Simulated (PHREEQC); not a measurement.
Solution (25 °C): 0.0016 mol/kgw NaH2PO4 and 0.00054 mol/kgw NaOH. Closed to the air; pH follows from the charge balance.

Equilibrium calculation in PHREEQC: ion-association model, phreeqc.dat.

```tsv
quantity	before	after
pH	6.84	10.72
ionic strength (mol/kgw)	0.00268	0.000540
```

Task: Which change was made?
A) NaOH from 0.00054 to 0.000486 mol/kgw
B) diluted 100-fold with water
C) NaOH from 0.00054 to 0.0027 mol/kgw
D) NaH2PO4 left out
E) NaH2PO4 replaced by Na2S at the same molality

Result: D, NaH2PO4 left out

Precipitation was switched off in this run.
